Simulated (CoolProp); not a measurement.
Vapour-liquid equilibrium of CF4 (R14) (1) + R13 (2) at 0.157 MPa; x and y are mole fractions of (1).

Computed with CoolProp (multi-fluid Helmholtz-energy mixture model, Platzer 1990 and Platzer 1990; pair parameters Bell 2016). This equation is an older, rougher fit; its heat capacities, sound speeds and derivatives of the liquid may be far off and weren't checked against measurements.

Give the bubble temperature and the first vapour's composition at x = 0.2, 0.65, 0.8. Is there an azeotrope?

x = 0.2: 173.3 K, y = 0.817; x = 0.65: 157.4 K, y = 0.969; x = 0.8: 154.8 K, y = 0.984. No azeotrope shows between x = 0.05 and 0.95.

Pair parameters are fitted to limited data, so mixtures are less certain than the pure fluids.
